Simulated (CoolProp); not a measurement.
500 sccm (0 °C, 1 atm) of nitrogen bubbles through liquid benzene at 326 K and leaves saturated at a total pressure of 0.15 MPa (ideal gas phase). Each further row changes one setting.

Model: reference Helmholtz-energy equation of state, Thol 2012, in CoolProp.

```json
[
 {"case": "as stated", "vapour pressure (kPa)": "40.3", "mole fraction of vapour": "[?]", "delivery (mg/min)": "640", "delivery (sccm)": "184", "change of delivery for a bath 1 K warmer (%)": "5.2"},
 {"case": "bath temperature 331 K", "vapour pressure (kPa)": "48.4", "mole fraction of vapour": "0.323", "delivery (mg/min)": "[?]", "delivery (sccm)": "238", "change of delivery for a bath 1 K warmer (%)": "5.5"},
 {"case": "total pressure 0.3 MPa", "vapour pressure (kPa)": "40.3", "mole fraction of vapour": "0.134", "delivery (mg/min)": "[?]", "delivery (sccm)": "77.6", "change of delivery for a bath 1 K warmer (%)": "[?]"}
]
```

What belongs in the gaps?


- as stated, mole fraction of vapour: 0.269
- bath temperature 331 K, delivery (mg/min): 830
- total pressure 0.3 MPa, delivery (mg/min): 270
- total pressure 0.3 MPa, change of delivery for a bath 1 K warmer (%): 4.4
